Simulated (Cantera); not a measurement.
Thermodynamics of aluminium nitride and oxide growth, feed Al(CH₃)₃ + O₂ + N₂ + H₂O

Input: 1 mol Al(CH₃)₃, 4.9 mol O₂, 18 mol N₂, 1.5 mol H₂O, equilibrated at 1.00 Torr.

These are equilibrium values from Cantera (NASA tables, ideal gas, pure condensed phases), not measurements of a reactor. Candidate condensed phases: Al, AlN, Al₂O₃, C, C₆H₆, C₇H₈, C₈H₁₈, H₂O; 148 gas species. The feed counts by its element totals alone. The numbers say what is thermodynamically allowed, not how fast it happens.

| T (°C) | x N₂ | x H₂O | x CO₂ | x CO | x H₂ | n Al₂O₃(s) |
|---|---|---|---|---|---|---|
| 1075 | 0.667 | 0.177 | 0.0744 | 0.0367 | 0.0448 | 0.500 |
| 1150 | 0.667 | 0.180 | 0.0723 | 0.0389 | 0.0426 | 0.500 |
| 1225 | 0.667 | 0.181 | 0.0704 | 0.0407 | 0.0407 | 0.500 |
| 1300 | 0.667 | 0.183 | 0.0687 | 0.0424 | 0.0390 | 0.500 |
| 1375 | 0.666 | 0.184 | 0.0673 | 0.0438 | 0.0375 | 0.500 |
| 1450 | 0.666 | 0.185 | 0.0660 | 0.0451 | 0.0361 | 0.500 |
| 1525 | 0.666 | 0.186 | 0.0648 | 0.0462 | 0.0348 | 0.500 |
| 1600 | 0.665 | 0.186 | 0.0635 | 0.0474 | 0.0337 | 0.500 |
| 1675 | 0.663 | 0.184 | 0.0616 | 0.0489 | 0.0332 | 0.500 |
| 1750 | 0.659 | 0.179 | 0.0584 | 0.0515 | 0.0337 | 0.500 |
x: gas mole fraction; n: condensed amount in mol.

From 1075 °C to 1750 °C the condensed part is Al₂O₃(s).
